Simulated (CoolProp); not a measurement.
Saturation properties of n-decane (Tc = 617.7 K, pc = 2.101 MPa, ω = 0.488).

The numbers come from the reference Helmholtz-energy equation of state, Lemmon 2006 in CoolProp. It is a short technical equation, of lower accuracy than the large ones.

```tsv
T (K)	p (MPa)	enthalpy of vaporisation (kJ/kg)	surface tension (mN/m)
345.3	0.002818	335.2	19.0
351	0.003692	332.1	18.5
356.6	0.004764	329.1	18.0
362.3	0.006112	326.0	17.5
368	0.007767	322.8	17.0
373.6	0.009743	319.8	16.5
379.3	0.01217	316.6	16.0
385	0.01507	313.5	15.5
390.6	0.01845	310.3	15.1
396.3	0.02251	307.1	14.6
401.9	0.02718	303.9	14.1
407.6	0.03271	300.6	13.6
413.3	0.03912	297.3	13.1
418.9	0.04637	294.0	12.7
424.6	0.05482	290.5	12.2
```

It boils at 447.3 K under 1 atm.

Surface tension comes from a separate correlation (Mulero 2012).
